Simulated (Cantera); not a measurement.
Cantera run:

```python
import numpy as np
import cantera as ct

gas_names = """
    H H2 N NH NH2 NH3 N2 N2H2 N2H4 Si SiH SiH2 SiH3 SiH4 SiN Si2 Si2N Si3
""".split()
cond_names = """
    Si(cr) Si(L) Si3N4(a)
""".split()


def load(file, names, dense=False):
    # The tables refer to 1 bar. Condensed volumes are neglected.
    table = {s.name: s for s in ct.Species.list_from_file(file)}
    out = []
    for n in names:
        d = dict(table[n].input_data)
        d["thermo"] = dict(d["thermo"], **{"reference-pressure": 1e5})
        if dense:
            d["equation-of-state"] = {"model": "constant-volume", "density": "1e6 g/cm^3"}
        out.append(ct.Species.from_dict(d))
    return out


gas = ct.Solution(thermo="ideal-gas", species=load("nasa_gas.yaml", gas_names))
cond = {s.name: ct.Solution(thermo="fixed-stoichiometry", species=[s], name=s.name)
        for s in load("nasa_condensed.yaml", cond_names, dense=True)}
atoms = {
    'trisilylamine': {'Si': 3, 'N': 1, 'H': 9},
    'N2': {'N': 2},
}
top_T = {'Si3N4(a)': 2400}  # K; cautious upper limits of use, not melting points


def equilibrate(T, P, feed):
    n = {}
    for name, mol in feed.items():
        for a, k in atoms[name].items():
            n[a] = n.get(a, 0.0) + k * mol
    gas.TPX = T, P, n
    mass = sum(n.values()) * gas.mean_molecular_weight
    gas.equilibrate("TP")
    valid = [c for c in cond.values() if c.min_temp <= T <= top_T.get(c.name, c.max_temp)]
    mix = ct.Mixture([(gas, mass / gas.mean_molecular_weight)] + [(c, 0.0) for c in valid])
    mix.T, mix.P = T, P
    mix.equilibrate("TP", solver="vcs", rtol=1e-11, max_steps=5000)
    return mix


results = []
feed = {'trisilylamine': 1, 'N2': 92}  # mol
P = 110  # Pa
for T in [1348, 1398, 1448, 1498, 1548, 1598, 1648, 1698, 1748, 1798, 1848, 1898, 1948, 1998]:
    mix = equilibrate(T, P, feed)
    results.append((T, P, feed, dict(zip(mix.species_names, mix.species_moles))))
    x = sorted(zip(gas.X, gas.species_names), reverse=True)
    print(f"T = {T:g} K  P = {P:g} Pa  gas = {mix.phase_moles(0):.4g} mol")
    print("   x: " + "  ".join(f"{s} {v:.3e}" for v, s in x if v > 0.0001))
    print("   condensed (mol): " + ("  ".join(f"{mix.phase(i).name} {mix.phase_moles(i):.4g}"
          for i in range(1, mix.n_phases) if mix.phase_moles(i) > 1e-12) or "none"))
```

It prints:

```
T = 1348 K  P = 110 Pa  gas = 95 mol
   x: N2 9.526e-01  H2 4.736e-02
   condensed (mol): Si3N4(a) 1
T = 1398 K  P = 110 Pa  gas = 95 mol
   x: N2 9.526e-01  H2 4.735e-02
   condensed (mol): Si3N4(a) 1
T = 1448 K  P = 110 Pa  gas = 95 mol
   x: N2 9.526e-01  H2 4.734e-02
   condensed (mol): Si3N4(a) 1
T = 1498 K  P = 110 Pa  gas = 95.01 mol
   x: N2 9.526e-01  H2 4.731e-02  H 1.127e-04
   condensed (mol): Si3N4(a) 1
T = 1548 K  P = 110 Pa  gas = 95.01 mol
   x: N2 9.525e-01  H2 4.726e-02  H 2.018e-04
   condensed (mol): Si3N4(a) 0.9998
T = 1598 K  P = 110 Pa  gas = 95.02 mol
   x: N2 9.524e-01  H2 4.718e-02  H 3.486e-04
   condensed (mol): Si3N4(a) 0.9988
T = 1648 K  P = 110 Pa  gas = 95.06 mol
   x: N2 9.522e-01  H2 4.705e-02  H 5.824e-04  Si 1.734e-04
   condensed (mol): Si3N4(a) 0.9939
T = 1698 K  P = 110 Pa  gas = 97.11 mol
   x: N2 9.526e-01  H2 4.587e-02  H 9.338e-04  Si 5.970e-04
   condensed (mol): Si(L) 2.935
T = 1748 K  P = 110 Pa  gas = 97.2 mol
   x: N2 9.516e-01  H2 4.555e-02  H 1.470e-03  Si 1.323e-03
   condensed (mol): Si(L) 2.859
T = 1798 K  P = 110 Pa  gas = 97.39 mol
   x: N2 9.497e-01  H2 4.507e-02  Si 2.804e-03  H 2.254e-03
   condensed (mol): Si(L) 2.704
T = 1848 K  P = 110 Pa  gas = 97.74 mol
   x: N2 9.463e-01  H2 4.434e-02  Si 5.703e-03  H 3.366e-03  Si2N 1.084e-04
   condensed (mol): Si(L) 2.4
T = 1898 K  P = 110 Pa  gas = 98.37 mol
   x: N2 9.402e-01  H2 4.326e-02  Si 1.117e-02  H 4.902e-03  Si2N 1.752e-04  SiN 1.209e-04
   condensed (mol): Si(L) 1.825
T = 1948 K  P = 110 Pa  gas = 99.5 mol
   x: N2 9.294e-01  H2 4.169e-02  Si 2.112e-02  H 6.957e-03  Si2N 2.755e-04  SiN 1.997e-04  Si2 1.924e-04  SiH 1.099e-04
   condensed (mol): Si(L) 0.762
T = 1998 K  P = 110 Pa  gas = 100.4 mol
   x: N2 9.211e-01  H2 3.992e-02  Si 2.851e-02  H 9.664e-03  SiN 2.374e-04  Si2N 2.303e-04  Si2 2.169e-04  SiH 1.288e-04
   condensed (mol): none
```

Equilibrium computed with Cantera from the NASA thermochemical tables; the gas is ideal and each condensed phase is pure. The feed counts by its element totals alone. The tables' values for SiN are old estimates; treat these amounts as uncertain.
